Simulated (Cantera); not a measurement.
A jet of CH₄ : O₂ : N₂ = 0.021 : 0.054 : 0.79 (molar parts), equivalence ratio 0.78 at 300 K and 0.0950 bar hits a platinum plate 5.3 cm away at a mass flux of 0.023 kg/m²/s; the plate temperature is set and raised in steps from an oxygen-covered start.

Cantera simulation using Deutschmann's 1995 Pt surface mechanism with GRI-Mech 3.0 gas chemistry; the numbers are that mechanism's predictions, not measurements. Catalytic surfaces can have several steady states; this one follows from the mechanism file's or the stated starting coverage.

One state of this run: wall x CH₄ = 0.00195; wall x O₂ = 0.0154; wall x H₂O = 0.0411; wall x OH = 2.00e-6; wall x CO = 4.56e-6; wall x CO₂ = 0.0271; θ free Pt = 0.660; θ O* = 0.340; θ OH* = 0.000843. x: mole fraction at the wall; θ: surface coverage.

Q: Which value of plate T (K) does it belong to?
(A) 1050
(B) 950
(C) 1150
(D) 900

A: C, 1150
